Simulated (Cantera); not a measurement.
Cantera run:

```python
import numpy as np
import cantera as ct

gas_names = """
    CL CLO CL2 H HCL HOCL HO2 H2 H2O H2O2 O OH O2 O3 Ti TiCL TiCL2 TiCL3 TiCL4 TiO TiOCL TiOCL2 TiO2
""".split()
cond_names = """
    H2O(s) H2O(L) Ti(a) Ti(b) Ti(L) TiCL2(s) TiCL3(s) TiCL4(L) TiO(a) TiO(b) TiO(L) TiO2(ru) TiO2(L)
    Ti2O3(a) Ti2O3(b) Ti2O3(L) Ti3O5(a) Ti3O5(b) Ti3O5(L) Ti4O7(s) Ti4O7(L)
""".split()


# ... load() reads the species with a 1 bar reference pressure and builds the phases ...
atoms = {
    'TiCl4': {'Ti': 1, 'CL': 4},
    'H2O': {'H': 2, 'O': 1},
}
top_T = {'TiCL2(s)': 1300, 'TiCL3(s)': 1000}  # K; cautious upper limits of use, not melting points


# ... equilibrate(T, P, feed) seeds the gas with the atoms and calls Mixture.equilibrate('TP', solver="vcs", rtol=1e-11, max_steps=5000) ...
results = []
feed = {'TiCl4': 1, 'H2O': 1}  # mol
P = 980  # Pa
for T in [1125, 1200, 1275, 1350, 1425, 1500, 1575, 1650, 1725, 1800, 1875, 1950, 2025]:
    mix = equilibrate(T, P, feed)
    results.append((T, P, feed, dict(zip(mix.species_names, mix.species_moles))))

top = {s: max(r[3][s] / sum(r[3][g] for g in gas_names) for r in results) for s in gas_names}
cols = sorted((s for s in top if top[s] > 1e-05), key=lambda s: -top[s])[:8]
seen = [c for c in cond_names if any(r[3].get(c, 0) > 1e-12 for r in results)]
print("log10 of partial pressures in bar; condensed amounts in mol")
print(f"{'T/K':>10s}" + "".join(f"{s[:9]:>10s}" for s in cols + seen))
for T, P, feed, n in results:
    ng = sum(n[g] for g in gas_names)
    print(f"{T:10.4g}" + "".join(f"{np.log10(max(n[s] / ng * P / 1e5, 1e-99)):10.3f}" for s in cols)
          + "".join(f"{n.get(c, 0):10.4g}" for c in seen))
```

Output:

```
log10 of partial pressures in bar; condensed amounts in mol
       T/K       HCL        CL     TiCL4     TiCL3    TiOCL2     TiCL2        H2         H  TiO2(ru)  Ti4O7(L)
      1125    -2.106    -6.059    -2.708    -6.007    -9.693   -12.918    -6.901   -10.803    0.4999         0
      1200    -2.106    -5.550    -2.708    -5.513    -8.818   -11.703    -6.644   -10.027    0.4999         0
      1275    -2.106    -5.103    -2.710    -5.076    -8.048   -10.629    -6.414    -9.339    0.4999         0
      1350    -2.107    -4.706    -2.713    -4.688    -7.367    -9.672    -6.205    -8.725    0.4999         0
      1425    -2.108    -4.355    -2.720    -4.341    -6.761    -8.816    -6.012    -8.172    0.4999         0
      1500    -2.110    -4.042    -2.733    -4.033    -6.220    -8.044    -5.833    -7.671    0.4998         0
      1575    -2.114    -3.765    -2.757    -3.760    -5.738    -7.345    -5.660    -7.211    0.4996         0
      1650    -2.120    -3.523    -2.797    -3.521    -5.310    -6.710    -5.489    -6.786    0.4992         0
      1725    -2.129    -3.315    -2.862    -3.317    -4.934    -6.131    -5.311    -6.387    0.4982         0
      1800    -2.140    -3.144    -2.961    -3.151    -4.611    -5.602    -5.117    -6.004    0.4964         0
      1875    -2.154    -3.010    -3.103    -3.025    -4.340    -5.119    -4.896    -5.631    0.4932         0
      1950    -2.182    -2.765    -3.270    -3.067    -4.108    -4.952    -4.966    -5.424    0.0483    0.1256
      2025    -2.197    -2.706    -3.494    -3.007    -4.009    -4.532    -4.672    -5.052         0    0.1383
```

Equilibrium computed with Cantera from the NASA thermochemical tables; the gas is ideal and each condensed phase is pure. Mutual solubility and eutectic melting of coexisting phases are not modelled. The tables' values for TiCl2, TiOCl are old estimates; treat these amounts as uncertain. Condensed phases not in the tables: Magnéli phases beyond Ti4O7, TiOCl.
